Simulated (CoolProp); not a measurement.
Saturation properties of R141b.

Model: reference Helmholtz-energy equation of state, Lemmon 2006, in CoolProp. It is a short technical equation, of lower accuracy than the large ones.

```tsv
T (K)	p (bar)	enthalpy of vaporisation (kJ/kg)	vapour Z	liquid conductivity (mW/(m K))
280.4	0.3871	234.3	0.9797	95.9
289.9	0.5726	229.9	0.9735	93.2
299.3	0.8198	225.5	0.9662	90.6
308.8	1.148	221.0	0.9576	87.9
318.2	…	216.3	…	85.3
327.7	2.099	211.4	0.9364	82.8
337.1	2.754	206.4	0.9237	80.3
346.6	3.562	201.1	0.9094	77.9
356	4.527	195.6	0.8935	75.5
365.5	5.688	189.8	0.8758	73.3
374.9	7.041	183.6	0.8565	71.1
384.4	8.638	177.1	0.8350	68.9
393.9	…	170.0	0.8114	…
403.3	12.59	162.5	…	64.9
```

Question: Some entries are withheld; supply them.

Answer: 
- 318.2, p (bar): 1.566
- 318.2, vapour Z: 0.9477
- 393.9, p (bar): 10.49
- 393.9, liquid conductivity (mW/(m K)): 66.9
- 403.3, vapour Z: 0.7856

It boils at 305.2 K under 1 atm.

Thermal conductivity comes from a separate model (Huber 2003), an estimate that may be off by 10 % or more.
